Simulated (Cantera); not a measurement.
What does this Cantera script print?

```python
import numpy as np
import cantera as ct

gas_names = """
    B BH BH2 BH3 BN B2 H H2 N NH NH2 NH3 N2 N2H2 N2H4
""".split()
cond_names = """
    B(b) B(L) BN(s)
""".split()


def load(file, names, dense=False):
    # The tables refer to 1 bar. Condensed volumes are neglected.
    table = {s.name: s for s in ct.Species.list_from_file(file)}
    out = []
    for n in names:
        d = dict(table[n].input_data)
        d["thermo"] = dict(d["thermo"], **{"reference-pressure": 1e5})
        if dense:
            d["equation-of-state"] = {"model": "constant-volume", "density": "1e6 g/cm^3"}
        out.append(ct.Species.from_dict(d))
    return out


gas = ct.Solution(thermo="ideal-gas", species=load("nasa_gas.yaml", gas_names))
cond = {s.name: ct.Solution(thermo="fixed-stoichiometry", species=[s], name=s.name)
        for s in load("nasa_condensed.yaml", cond_names, dense=True)}
atoms = {
    'B2H6': {'B': 2, 'H': 6},
    'NH3': {'N': 1, 'H': 3},
    'N2': {'N': 2},
}
top_T = {'BN(s)': 3200}  # K; cautious upper limits of use, not melting points


def equilibrate(T, P, feed):
    n = {}
    for name, mol in feed.items():
        for a, k in atoms[name].items():
            n[a] = n.get(a, 0.0) + k * mol
    gas.TPX = T, P, n
    mass = sum(n.values()) * gas.mean_molecular_weight
    gas.equilibrate("TP")
    valid = [c for c in cond.values() if c.min_temp <= T <= top_T.get(c.name, c.max_temp)]
    mix = ct.Mixture([(gas, mass / gas.mean_molecular_weight)] + [(c, 0.0) for c in valid])
    mix.T, mix.P = T, P
    mix.equilibrate("TP", solver="vcs", rtol=1e-11, max_steps=5000)
    return mix


results = []
feed = {'B2H6': 1, 'NH3': 0.99, 'N2': 54}  # mol
T = 1823.15  # K
P = 100000  # Pa
mix = equilibrate(T, P, feed)
results.append((T, P, feed, dict(zip(mix.species_names, mix.species_moles))))
print(gas.report(threshold=0.0001))
for i in range(1, mix.n_phases):
    print(f"{mix.phase(i).name:16s} {mix.phase_moles(i):12.5e} mol")
```

It prints:

```
       temperature   1823.2 K
          pressure   1e+05 Pa
           density   0.17153 kg/m^3
  mean mol. weight   26.001 kg/kmol
   phase of matter   gas

                          1 kg             1 kmol
                     ---------------   ---------------
          enthalpy        1.9062e+06        4.9565e+07  J
   internal energy        1.3232e+06        3.4406e+07  J
           entropy            9464.4        2.4609e+05  J/K
    Gibbs function       -1.5349e+07       -3.9909e+08  J
 heat capacity c_p            1364.7             35485  J/K
 heat capacity c_v              1045             27171  J/K

                      mass frac. Y      mole frac. X     chem. pot. / RT
                     ---------------   ---------------   ---------------
                 H        4.6752e-06         0.0001206           -10.875
                H2         0.0059925          0.077288            -21.75
                N2             0.994           0.92259           -26.713
     [  +12 minor]        3.9433e-07        6.1021e-07

B(b)              0.00000e+00 mol
BN(s)             2.00000e+00 mol
```

Method: chemical equilibrium by Gibbs-energy minimisation in Cantera with the NASA 1993 tables (ideal gas, pure condensed phases). The feed counts by its element totals alone.
